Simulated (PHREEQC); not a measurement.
A solution holds 0.0011 mol/kgw NH4HF2, 0.0017 mol/kgw H2SiF6, 0.03 mol/kgw H3BO3 and 0.0019 mol/kgw HCl, at 70 °C. Closed to the air; pH follows from the charge balance.

The numbers come from PHREEQC with the ion-association model, wateq4f.dat.

```
quantity                    before     after
------------------------  --------  --------
pH                            2.47      1.76
ionic strength (mol/kgw)   0.00472    0.0210
H3BO3 (mol/kgw)             0.0276    0.0281
BF4- (mol/kgw)             0.00146   0.00137
BF2(OH)2- (mol/kgw)       0.000619  0.000277
SI of Chalcedony (SiO2)      +0.33     +0.33
```

**Question.** Name the change that produced these shifts.
A) NH4HF2 replaced by Cu(BF4)2 at the same molality
B) NH4HF2 replaced by LiF at the same molality
C) HCl left out
D) HCl from 0.0019 to 0.019 mol/kgw
E) diluted 5-fold with water

**Answer.** D, HCl from 0.0019 to 0.019 mol/kgw

This is a speciation only: nothing precipitates in the calculation. Some of these states are supersaturated (in Quartz (slow to form), Chalcedony (slow to form), for instance). At this temperature some constants are extrapolated from 25 °C, and those without enthalpy data are left unchanged. SiF6-2 is the database's only silicon fluoride. Real BF4- forms and hydrolyses slowly; the run takes it at equilibrium.
